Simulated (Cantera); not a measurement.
## Silicon carbide growth: Si(CH3)4 + C2H4 + H2 + C3H8

Input: 1 mol Si(CH3)4, 0.0064 mol C2H4, a varied amount of H2, 0.093 mol C3H8, at 2298 K and 28000 Pa.

These are equilibrium values from Cantera (NASA tables, ideal gas, pure condensed phases), not measurements of a reactor. Candidate condensed phases: C, C6H6, C7H8, C8H18, Si, SiC; 87 gas species. Gases not in the tables: Si2H6 and higher silanes. Rates play no part.

From 2.4 mol H2 to 230 mol H2 the condensed part is C(graphite) + SiC(s). From 450 mol H2 to 870 mol H2 the condensed part is SiC(s). The main Si-bearing gas is Si throughout. The share of Si in condensed phases is highest at 2.4 mol H2 (99.3 %) and lowest at 870 mol H2 (11.3 %).

| n(H2) (mol) | log p H2 | log p H | log p C2H2 (acetylene) | log p Si | log p SiH | log p SiH2 | log p SiC2 | log p CH4 | n C(graphite) | n SiC(s) |
|---|---|---|---|---|---|---|---|---|---|---|
| 2.4 | -0.56 | -2.30 | -2.93 | -3.88 | -4.60 | -4.74 | -4.75 | -4.79 | 3.22 | 0.993 |
| 4.6 | -0.56 | -2.30 | -2.93 | -3.88 | -4.60 | -4.74 | -4.75 | -4.79 | 3.20 | 0.992 |
| 8.9 | -0.56 | -2.30 | -2.93 | -3.88 | -4.60 | -4.74 | -4.75 | -4.79 | 3.17 | 0.988 |
| 17 | -0.56 | -2.30 | -2.93 | -3.88 | -4.60 | -4.74 | -4.75 | -4.79 | 3.11 | 0.982 |
| 33 | -0.56 | -2.30 | -2.93 | -3.88 | -4.60 | -4.74 | -4.75 | -4.79 | 2.98 | 0.970 |
| 63 | -0.56 | -2.30 | -2.93 | -3.88 | -4.60 | -4.74 | -4.75 | -4.79 | 2.74 | 0.947 |
| 120 | -0.56 | -2.30 | -2.93 | -3.88 | -4.60 | -4.74 | -4.75 | -4.79 | 2.29 | 0.903 |
| 230 | -0.56 | -2.30 | -2.93 | -3.88 | -4.60 | -4.74 | -4.75 | -4.79 | 1.41 | 0.818 |
| 450 | -0.56 | -2.30 | -2.97 | -3.86 | -4.58 | -4.72 | -4.77 | -4.81 | 0 | 0.635 |
| 870 | -0.56 | -2.30 | -3.20 | -3.75 | -4.46 | -4.61 | -4.88 | -4.93 | 0 | 0.113 |
log p: log10 of the partial pressure in bar; n: condensed amount in mol.
